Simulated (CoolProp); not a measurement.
The fluid at 486.56 K and 2.38 MPa flows at 0.071 m/s in a round tube of 25 mm bore and 15 µm roughness, fully developed (64/Re and Nu = 3.66 if laminar; Colebrook and Gnielinski if turbulent). The same conditions are run with several fluids, on thermodynamics alone (safety and materials aside).

The numbers come from the reference Helmholtz-energy equation of state of each fluid (ammonia: Gao 2020; R22: Kamei 1995; R141b: Lemmon 2006) in CoolProp.

| fluid | Reynolds number | Darcy friction factor | pressure drop (Pa/m) | heat-transfer coefficient (W/(m² K)) | mass flow (kg/h) |
|---|---|---|---|---|---|
| ammonia | 1070 | 0.0600 | 0.0632 | 7.71 | 1.31 |
| R22 | 4340 | 0.0396 | 0.217 | 15.7 | 6.81 |
| R141b | 9630 | 0.0321 | 0.280 | 32.7 | 10.9 |

Transport values come from each fluid's own correlations; those of R22, R141b are estimates that may be off by 10 % or more.
